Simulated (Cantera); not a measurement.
**Equilibrium for titanium nitride, carbide and oxide coatings: TiCl4 + H2O**

A closed system holds: 1 mol TiCl4, 28 mol H2O, at 2.03 Torr.

These are equilibrium values from Cantera (NASA tables, ideal gas, pure condensed phases), not measurements of a reactor. Candidate condensed phases: H2O, Ti, TiCl2, TiCl3, TiCl4, TiO, TiO2, Ti2O3, Ti3O5, Ti4O7; 23 gas species. Equilibrium is a limit: real reactors are often held back by kinetics, nucleation or transport.

| T (°C) | log p H2O | log p HCl | log p H2 | log p Cl | log p O2 | n TiO2(rutile) |
|---|---|---|---|---|---|---|
| 1077 | -2.63 | -3.44 | -6.03 | -6.13 | -6.58 | 1.00 |
| 1152 | -2.63 | -3.45 | -5.70 | -5.85 | -6.23 | 1.00 |
| 1227 | -2.63 | -3.45 | -5.40 | -5.60 | -5.91 | 1.00 |
| 1302 | -2.63 | -3.45 | -5.13 | -5.37 | -5.63 | 1.00 |
| 1377 | -2.63 | -3.45 | -4.88 | -5.16 | -5.37 | 1.000 |
| 1452 | -2.64 | -3.46 | -4.65 | -4.97 | -5.14 | 1.000 |
| 1527 | -2.64 | -3.47 | -4.45 | -4.81 | -4.92 | 1.000 |
| 1602 | -2.65 | -3.48 | -4.26 | -4.65 | -4.73 | 1.000 |
| 1677 | -2.66 | -3.49 | -4.09 | -4.51 | -4.55 | 0.999 |
log p: log10 of the partial pressure in bar; n: condensed amount in mol.

From 1077 °C to 1677 °C the condensed part is TiO2(rutile).
